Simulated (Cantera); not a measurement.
A perfectly stirred reactor is fed with 1.74 % CH4, 96.7 % H2, 1.26 % O2, 0.261 % N2, equivalence ratio 41, at 0.0263 atm; it is held at 2673 K, and followed from long to short residence time.

Detailed kinetics in Cantera: GRI-Mech 3.0 (53 species, 325 reactions). Radical loss at walls, strong at low pressure, is not modelled.

x: mole fraction; the columns are a selection and need not sum to one.

| τ (s) | x CH4 | x H2 | x O2 | x C2H6 | x CO2 |
|---|---|---|---|---|---|
| 0.45 | 6.64e-7 | 0.756 | 4.47e-7 | <1e-12 | 1.86e-5 |
| 0.26 | (withheld) | 0.783 | (withheld) | <1e-12 | 1.88e-5 |
| 0.15 | 8.47e-6 | 0.817 | 8.70e-7 | 2.56e-12 | 1.92e-5 |
| 0.085 | 3.59e-5 | 0.853 | 1.81e-6 | 3.92e-11 | 1.99e-5 |
| 0.049 | 0.000106 | 0.878 | 3.91e-6 | 2.92e-10 | 2.11e-5 |
| 0.028 | 0.000238 | 0.894 | 8.31e-6 | 1.27e-9 | 2.26e-5 |
| 0.016 | (withheld) | 0.904 | (withheld) | (withheld) | 2.30e-5 |
| 0.0092 | 0.000760 | 0.910 | 3.40e-5 | 1.03e-8 | 2.16e-5 |

Problem. Complete the blanks.

Solution. 
- 0.26, x CH4: 2.10e-6
- 0.26, x O2: 5.46e-7
- 0.016, x CH4: 0.000447
- 0.016, x O2: 1.71e-5
- 0.016, x C2H6: 3.97e-9
